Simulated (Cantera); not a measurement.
Feed: 1 mol SiO2, 0.4 mol N2, at 0.150 bar.

These are equilibrium values from Cantera (NASA tables, ideal gas, pure condensed phases), not measurements of a reactor. Candidate condensed phases: Si, SiO2, Si2N2O, Si3N4; 16 gas species. The tables hold silica as quartz up to 1696 K and as liquid above; real silica turns to tridymite and cristobalite and melts near 1996 K. Kinetics and transport are ignored.

Problem. Which condensed phases are stable at each of these points (T (°C)): 1275, 1325, 1375, 1425, 1475, 1525, 1575, 1625, 1675, 1725, 1775?

Solution. 
```
T (°C)  condensed phases  Si condensed (%)
------  ----------------  ----------------
1275      SiO2(β-quartz)             100.0
1325      SiO2(β-quartz)             100.0
1375      SiO2(β-quartz)             100.0
1425     SiO2(condensed)             100.0
1475     SiO2(condensed)             100.0
1525     SiO2(condensed)             100.0
1575     SiO2(condensed)             100.0
1625     SiO2(condensed)             100.0
1675     SiO2(condensed)             100.0
1725             SiO2(l)             100.0
1775             SiO2(l)             100.0
```

From 1275 °C to 1375 °C the condensed part is SiO2(β-quartz). From 1425 °C to 1675 °C the condensed part is SiO2(condensed). From 1725 °C to 1775 °C the condensed part is SiO2(l).
